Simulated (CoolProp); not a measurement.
Properties of chlorine along the isobar 20000 kPa.

Values from CoolProp's reference Helmholtz-energy equation of state, Thol 2021.

```
T (K)   phase  cp (kJ/(kg K))  cv (kJ/(kg K))  expansivity (1/kK)  fugacity coefficient
-----  ------  --------------  --------------  ------------------  --------------------
311.5  liquid          0.9456          0.4840                   …               0.07035
322.6  liquid          0.9539          0.4817               2.024               0.08872
333.8  liquid          0.9636          0.4795                   …                0.1099
344.9  liquid          0.9745               …                   …                     …
356.1  liquid          0.9869          0.4757               2.379                0.1595
367.2  liquid           1.001          0.4744               2.534                0.1877
378.3  liquid           1.016          0.4735                   …                     …
389.5  liquid           1.034               …               2.918                0.2503
400.6  liquid           1.054          0.4737               3.155                0.2838
```

**Question.** Fill in the missing entries.

**Answer.** 
- 311.5, expansivity (1/kK): 1.935
- 333.8, expansivity (1/kK): 2.127
- 344.9, cv (kJ/(kg K)): 0.4775
- 344.9, expansivity (1/kK): 2.244
- 344.9, fugacity coefficient: 0.1334
- 378.3, expansivity (1/kK): 2.711
- 378.3, fugacity coefficient: 0.2179
- 389.5, cv (kJ/(kg K)): 0.4732
